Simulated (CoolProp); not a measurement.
Computed with CoolProp (reference Helmholtz-energy equation of state, Gedanitz 2015).

Give the vapour pressure (MPa), vapour density (kg/m³), enthalpy of vaporisation (kJ/kg), surface tension (mN/m) of saturated cyclopentane at 330.6, 368.9 K.


```json
[
 {"T (K)": "330.6", "p (MPa)": "0.132", "vapour density (kg/m³)": "3.51", "enthalpy of vaporisation (kJ/kg)": "383", "surface tension (mN/m)": "17.4"},
 {"T (K)": "368.9", "p (MPa)": "0.376", "vapour density (kg/m³)": "9.45", "enthalpy of vaporisation (kJ/kg)": "351", "surface tension (mN/m)": "12.5"}
]
```

Surface tension comes from a separate correlation (Mulero 2014).
